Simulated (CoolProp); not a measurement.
Saturation properties of dimethyl carbonate.

Model: reference Helmholtz-energy equation of state, Zhou 2011, in CoolProp.

```
T (K)   p (MPa)  enthalpy of vaporisation (kJ/kg)  liquid cp (kJ/(kg K))  vapour Z
-----  --------  --------------------------------  ---------------------  --------
303.9  0.009693                             415.4                  1.840    0.9951
307.3   0.01142                             413.2                  1.845    0.9944
310.7   0.01341                             410.9                  1.851    0.9937
314     0.01560                             408.8                  1.856    0.9929
317.4   0.01815                             406.5                  1.862    0.9920
320.8   0.02105                             404.3                  1.868    0.9911
324.2   0.02432                             402.0                  1.874    0.9900
327.6   0.02799                             399.8                  1.880    0.9889
331     0.03210                             397.5                  1.887    0.9877
334.4   0.03670                             395.3                  1.893    0.9864
337.8   0.04182                             393.0                  1.900    0.9850
341.2   0.04750                             390.7                  1.907    0.9835
344.6   0.05379                             388.4                  1.915    0.9819
```

It boils at 363.3 K under 1 atm.
